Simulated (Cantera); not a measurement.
Input (Python, Cantera) and output of one run.

```python
import numpy as np
import cantera as ct

gas_names = """
    H HNO HNO2 HNO3 HO2 H2 H2O H2O2 N NH NH2 NH3 NH2OH NO NO2 NO3 N2 N2H2 N2H4 N2O O OH O2 O3 Zr ZrN ZrO
    ZrO2
""".split()
cond_names = """
    H2O(s) H2O(L) Zr(a) Zr(b) Zr(L) ZrN(s) ZrN(L) ZrO2(a) ZrO2(b) ZrO2(L)
""".split()


# ... load() reads the species with a 1 bar reference pressure and builds the phases ...
atoms = {
    'Zr': {'Zr': 1},
    'H2O': {'H': 2, 'O': 1},
    'H2': {'H': 2},
    'N2O': {'N': 2, 'O': 1},
}
top_T = {}  # K; cautious upper limits of use, not melting points


# ... equilibrate(T, P, feed) seeds the gas with the atoms and calls Mixture.equilibrate('TP', solver="vcs", rtol=1e-11, max_steps=5000) ...
results = []
feed = {'Zr': 1, 'H2O': 0.011, 'H2': 160, 'N2O': 17}  # mol
P = 7200  # Pa
for T in [1400, 1500, 1600, 1700, 1800, 1900, 2000, 2100, 2200, 2300, 2400, 2500, 2600]:
    mix = equilibrate(T, P, feed)
    results.append((T, P, feed, dict(zip(mix.species_names, mix.species_moles))))
    x = sorted(zip(gas.X, gas.species_names), reverse=True)
    print(f"T = {T:g} K  P = {P:g} Pa  gas = {mix.phase_moles(0):.4g} mol")
    print("   x: " + "  ".join(f"{s} {v:.3e}" for v, s in x if v > 0.0001))
    print("   condensed (mol): " + ("  ".join(f"{mix.phase(i).name} {mix.phase_moles(i):.4g}"
          for i in range(1, mix.n_phases) if mix.phase_moles(i) > 1e-12) or "none"))
```

Result:

```
T = 1400 K  P = 7200 Pa  gas = 177 mol
   x: H2 8.191e-01  N2 9.604e-02  H2O 8.480e-02
   condensed (mol): ZrO2(a) 1
T = 1500 K  P = 7200 Pa  gas = 177 mol
   x: H2 8.191e-01  N2 9.604e-02  H2O 8.480e-02
   condensed (mol): ZrO2(b) 1
T = 1600 K  P = 7200 Pa  gas = 177 mol
   x: H2 8.190e-01  N2 9.603e-02  H2O 8.479e-02  H 1.834e-04
   condensed (mol): ZrO2(b) 1
T = 1700 K  P = 7200 Pa  gas = 177.1 mol
   x: H2 8.187e-01  N2 9.601e-02  H2O 8.478e-02  H 4.969e-04
   condensed (mol): ZrO2(b) 1
T = 1800 K  P = 7200 Pa  gas = 177.1 mol
   x: H2 8.181e-01  N2 9.598e-02  H2O 8.474e-02  H 1.207e-03
   condensed (mol): ZrO2(b) 1
T = 1900 K  P = 7200 Pa  gas = 177.2 mol
   x: H2 8.167e-01  N2 9.591e-02  H2O 8.467e-02  H 2.673e-03
   condensed (mol): ZrO2(b) 1
T = 2000 K  P = 7200 Pa  gas = 177.5 mol
   x: H2 8.142e-01  N2 9.577e-02  H2O 8.451e-02  H 5.469e-03
   condensed (mol): ZrO2(b) 1
T = 2100 K  P = 7200 Pa  gas = 178 mol
   x: H2 8.097e-01  N2 9.553e-02  H2O 8.422e-02  H 1.045e-02  OH 1.294e-04
   condensed (mol): ZrO2(b) 1
T = 2200 K  P = 7200 Pa  gas = 178.7 mol
   x: H2 8.021e-01  N2 9.512e-02  H2O 8.371e-02  H 1.880e-02  OH 2.738e-04
   condensed (mol): ZrO2(b) 1
T = 2300 K  P = 7200 Pa  gas = 179.9 mol
   x: H2 7.901e-01  N2 9.447e-02  H2O 8.285e-02  H 3.206e-02  OH 5.419e-04
   condensed (mol): ZrO2(b) 1
T = 2400 K  P = 7200 Pa  gas = 181.8 mol
   x: H2 7.719e-01  N2 9.347e-02  H2O 8.147e-02  H 5.208e-02  OH 1.010e-03
   condensed (mol): ZrO2(b) 0.9998
T = 2500 K  P = 7200 Pa  gas = 184.7 mol
   x: H2 7.458e-01  N2 9.203e-02  H 8.092e-02  H2O 7.932e-02  OH 1.784e-03  O 1.273e-04
   condensed (mol): ZrO2(b) 0.999
T = 2600 K  P = 7200 Pa  gas = 188.7 mol
   x: H2 7.099e-01  H 1.205e-01  N2 9.003e-02  H2O 7.611e-02  OH 2.990e-03  O 3.285e-04
   condensed (mol): ZrO2(b) 0.9958
```

Cantera equilibrium calculation (NASA polynomials, part measured and part estimated; ideal gas, pure solids and liquids).
